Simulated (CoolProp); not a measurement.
Octamethyltrisiloxane (MDM) at 298.15 K and 0.179 MPa is throttled through a valve to 0.0673 MPa with no heat exchange. Each further row changes one setting.

Computed with CoolProp (reference Helmholtz-energy equation of state, Thol 2017).

```tsv
case	temperature change (K)
as stated	+0.0
outlet pressure 0.0202 MPa	+0.1
outlet pressure 0.0875 MPa	+0.0
```
